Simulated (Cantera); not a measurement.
A Cantera script and its output.

```python
import numpy as np
import cantera as ct

gas = ct.Solution("gri30.yaml")
gas.TPX = 1198, 860000, {'CH3OH': 0.0033, 'O2': 0.0057, 'N2': 1}
reactor = ct.IdealGasConstPressureReactor(gas, energy="off", clone=False)
net = ct.ReactorNet([reactor])
net.rtol, net.atol = 1e-08, 1e-18
show = ['CH3OH', 'O2', 'HO2', 'CH2O', 'NO', 'NO2', 'HCO']
times = np.geomspace(2e-06, 10, 11)

steps = ct.SolutionArray(gas, extra=["t"])
rows = []
print(f"{'t/s':>10s}{'T/K':>9s}{'P/Pa':>11s}" + "".join(f"{s:>11s}" for s in show))
for t in times:
    while net.time < t:
        t_next = net.step()
        steps.append(gas.state, t=t_next)
    rows.append([np.interp(t, steps.t, y) for y in (steps.T, steps.P, *steps(*show).X.T)])
    print(f"{t:10.3e}{rows[-1][0]:9.1f}{rows[-1][1]:11.4g}" + "".join(f"{x:11.3e}" for x in rows[-1][2:]))
rate = np.gradient(steps.T, steps.t)
print("integrator steps:", len(steps.t))
if steps.T.max() > steps.T[0] + 200:
    print(f"time of steepest temperature rise: {steps.t[rate.argmax()]:.4e} s")
gas.TPX = 1198, 860000, {'CH3OH': 0.0033, 'O2': 0.0057, 'N2': 1}
gas.equilibrate("TP")
print(f"equilibrium (TP): T = {gas.T:.1f} K  " + "  ".join(f"{s} {gas[s].X[0]:.3e}" for s in show))
```

Output:

```
       t/s      T/K       P/Pa      CH3OH         O2        HO2       CH2O         NO        NO2        HCO
 2.000e-06   1198.0    8.6e+05  3.271e-03  5.649e-03  6.554e-10  1.183e-09  4.614e-20  2.361e-27  2.257e-16
 9.352e-06   1198.0    8.6e+05  3.271e-03  5.649e-03  5.858e-09  9.782e-09  1.321e-18  4.070e-24  1.911e-15
 4.373e-05   1198.0    8.6e+05  3.270e-03  5.649e-03  3.176e-08  5.274e-08  9.864e-18  9.419e-22  1.097e-14
 2.045e-04   1198.0    8.6e+05  3.270e-03  5.649e-03  1.690e-07  2.907e-07  5.633e-17  1.342e-19  7.639e-14
 9.564e-04   1198.0    8.6e+05  3.268e-03  5.648e-03  9.002e-07  2.058e-06  3.969e-16  2.214e-17  1.065e-12
 4.472e-03   1198.0    8.6e+05  3.184e-03  5.618e-03  8.907e-06  8.118e-05  1.105e-14  1.246e-14  5.089e-10
 2.091e-02   1198.0    8.6e+05  1.723e-11  1.570e-03  2.508e-06  1.066e-10  1.450e-08  1.566e-09  4.571e-11
 9.779e-02   1198.0    8.6e+05  1.259e-16  9.294e-04  9.710e-07  3.287e-13  2.383e-08  4.122e-09  2.550e-12
 4.573e-01   1198.0    8.6e+05  5.754e-24  7.481e-04  7.319e-08  9.091e-17  2.738e-08  7.424e-09  2.842e-15
 2.138e+00   1198.0    8.6e+05  6.468e-27  7.420e-04  1.909e-10  1.886e-23  3.504e-08  1.769e-10  8.817e-22
 1.000e+01   1198.0    8.6e+05  3.828e-28  7.421e-04  8.322e-11  1.899e-24  3.514e-08  1.042e-10  8.784e-23
integrator steps: 2280
equilibrium (TP): T = 1198.0 K  CH3OH 1.795e-34  O2 7.356e-04  HO2 8.264e-11  CH2O 2.917e-24  NO 1.284e-05  NO2 3.791e-08  HCO 8.829e-23
```

Cantera simulation using GRI-Mech 3.0 (53 species, 325 reactions); the numbers are that mechanism's predictions, not measurements. GRI-Mech 3.0 was tuned for natural gas; its chemistry of methanol as a main component is partial and can be far from experiment.
